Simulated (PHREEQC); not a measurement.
Solution A (3.9 mmol/kgw Cd(NO3)2, 0.21 mmol/kgw NaF and 0.25 mmol/kgw AlCl3) is mixed with solution B (170 mmol/kgw CuCl2 and 1.4 mmol/kgw FeCl3) at 25 °C; shares are by mass of water, 1 kg in all. Oxygen alone is held at its pressure in air (log pO2 = -0.68). No CO2 enters from the air. Only these solids could form: Al(OH)3(a), Fe(OH)3(a), Cu(OH)2, Atacamite, Cu2(OH)3NO3, Cd(OH)2, CdOHCl, Halite, CuF2:2H2O, CdF2.

Model: ion-association model, wateq4f.dat, run in PHREEQC.

| share of solution B | pH | Fe(OH)3(a) (mol) | Cd+2 (mol/kgw) | Cu+2 (mol/kgw) | AlF+2 (mol/kgw) | CdCl+ (mol/kgw) |
|---|---|---|---|---|---|---|
| 0 | 4.68 | 0 | 0.00372 | 0 | 0.000154 | 0.000138 |
| 0.1 | 3.67 | 3.71e-5 | 0.00143 | 0.0163 | 0.000146 | 0.00190 |
| 0.2 | 3.50 | 3.44e-5 | 0.000870 | 0.0318 | 0.000129 | 0.00193 |
| 0.3 | 3.42 | 1.68e-5 | 0.000586 | 0.0466 | 0.000111 | 0.00174 |
| 0.4 | 3.37 | 0 | 0.000408 | 0.0609 | 9.27e-5 | 0.00149 |
| 0.5 | 3.31 | 0 | 0.000285 | 0.0747 | 7.45e-5 | 0.00123 |
| 0.6 | 3.27 | 0 | 0.000195 | 0.0882 | 5.66e-5 | 0.000962 |
| 0.7 | 3.24 | 0 | 0.000126 | 0.101 | 3.93e-5 | 0.000705 |
| 0.8 | 3.21 | 0 | 7.36e-5 | 0.114 | 2.30e-5 | 0.000458 |
| 0.9 | 3.18 | 0 | 3.25e-5 | 0.126 | 8.66e-6 | 0.000223 |
| 1 | 3.16 | 0 | 0 | 0.139 | 0 | 0 |

Fe(OH)3(a) from share of solution B = 0.1 (pH 3.67), last present at share of solution B = 0.3.

Complexes and solids missing from the database can't appear. Fluoro complexes past AlF4- and FeF3 are missing from the database.
